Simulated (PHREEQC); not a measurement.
**Spent oxide etchant**

Make-up at 20 °C: 0.01 mol/kgw HF, 0.00026 mol/kgw (NH4)2SiF6, 0.0016 mol/kgw H3PO4 and 4.9e-05 mol/kgw H2SO4. Closed to the air; pH follows from the charge balance.

Computed with PHREEQC (ion-association model, phreeqc.dat).

Precipitation was switched off in this run.

Q: What pH, ionic strength does the model give?

A: pH 2.51; ionic strength 0.00411 mol/kgw.

Q: In which forms is S present?

A: SO4-2 82 %, HSO4- 18 % of the S.

SiF6-2 is the database's only silicon fluoride.
